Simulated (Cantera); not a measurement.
A closed system holds: 1 mol SiHCl₃, 27 mol H₂, 0.054 mol C₂H₂, equilibrated at 13.3 mbar.

Method: chemical equilibrium by Gibbs-energy minimisation in Cantera with the NASA 1993 tables (ideal gas, pure condensed phases). Candidate condensed phases: C, C₆H₆, C₇H₈, C₈H₁₈, Si, SiC; 109 gas species. Mutual solubility and eutectic melting of coexisting phases are not modelled. The tables' values for SiCl, SiCl₃ are old estimates; treat these amounts as uncertain. Gases not in the tables: Si₂H₆ and higher silanes. Equilibrium is a limit: real reactors are often held back by kinetics, nucleation or transport. All values below are at 2025 K.

Base state: H₂ 0.891, HCl 0.0724, H 0.0157, SiCl₂ 0.0137, Si 0.00437, SiCl 0.00102, Cl 0.000949, SiH 0.000305 (mole fractions); condensed: Si(l) + SiC(s).

### Question
What changes in the equilibrium state with this change: H₂ from 27 to 280 mol?

### Answer
| species | before | after |
|---|---|---|
| H₂ | 0.891 | 0.970 |
| H | 0.0157 | 0.0164 |
| HCl | 0.0724 | 0.0100 |
| SiCl₂ | 0.0137 | 0.000141 |
| Si | 0.00437 | 0.00256 |
| SiCl₃ | 2.56e-5 | 3.50e-8 |
| SiCl | 0.00102 | 7.93e-5 |
| Cl | 0.000949 | 0.000126 |
| Si₃ | 1.02e-5 | 2.04e-6 |
| Si(l), mol | 0.310 | 0 |
| SiC(s), mol | 0.104 | 0.0796 |
The tables' values for SiCl are old estimates; treat these amounts as uncertain.

### Question
What changes in the equilibrium state with this change: pressure from 13.3 mbar to 1.40 mbar?

### Answer
```
species            before    after
----------------  -------  -------
H₂                  0.891    0.842
HCl                0.0724   0.0783
H                  0.0157   0.0472
Si                0.00437   0.0188
SiCl₂              0.0137  0.00767
SiC₂              7.32e-7  1.54e-5
SiCl₃             2.56e-5  5.16e-6
C₂H₂ (acetylene)  2.91e-6  1.34e-5
Si(l), mol          0.310        0
SiC(s), mol         0.104   0.0888
```
The tables' values for SiCl are old estimates; treat these amounts as uncertain.
